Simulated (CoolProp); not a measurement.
Vapour pressure (kPa) of cyclohexane: the reference equation beside estimates from Tc = 553.6 K, pc = 4081 kPa, ω = 0.209.

Values from CoolProp's reference Helmholtz-energy equation of state, Zhou 2014.

```
T (K)  reference  Lee-Kesler  van der Waals  Soave-Redlich-Kwong  Peng-Robinson
-----  ---------  ----------  -------------  -------------------  -------------
382.4      221.9       222.0          764.1                221.9          221.5
388.1      255.4       255.6          824.2                255.5          254.7
393.7      292.0       292.4          886.3                292.2          290.8
399.3      332.4       332.9          951.3                332.8          330.8
404.9      376.9       377.6           1019                377.6          374.9
410.6      426.5       427.4           1092                427.7          424.1
416.2      480.0       481.1           1166                481.6          477.2
421.8      538.3       539.5           1244                540.5          535.1
427.5      602.8       604.2           1326                605.8          599.3
433.1      671.7       673.2           1410                675.6          667.9
438.7      746.2       747.7           1497                751.1          742.3
444.3      826.6       828.2           1588                832.7          822.6
450        914.8       916.4           1683                922.3          910.9
455.6       1008        1010           1781                 1017           1004
```

Absolute difference from the reference over all 14 rows, mean and median: Lee-Kesler 0.2 and 0.2 %, van der Waals 145.7 and 137.0 %, Soave-Redlich-Kwong 0.4 and 0.4 %, Peng-Robinson 0.5 and 0.5 %.
